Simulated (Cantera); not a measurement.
Input: 1 mol V, 3.4 mol NH3, equilibrated at 1.00 bar.

Cantera equilibrium calculation (NASA polynomials, part measured and part estimated; ideal gas, pure solids and liquids). Candidate condensed phases: V, VN; 11 gas species. VN: taken at fixed stoichiometry. Condensed phases not in the tables: V2N. Kinetics and transport are ignored. All values below are at 1775 K.

Base state: H2 0.809, N2 0.190, H 0.000260 (mole fractions); condensed: VN(s).

Question: What changes in the equilibrium state with this change: pressure from 1.00 bar to 0.00230 bar?

Answer: 
```tsv
species	before	after
H2	0.809	0.805
N2	0.190	0.190
H	0.000260	0.00541
VN(s), mol	1.00	1.000
```
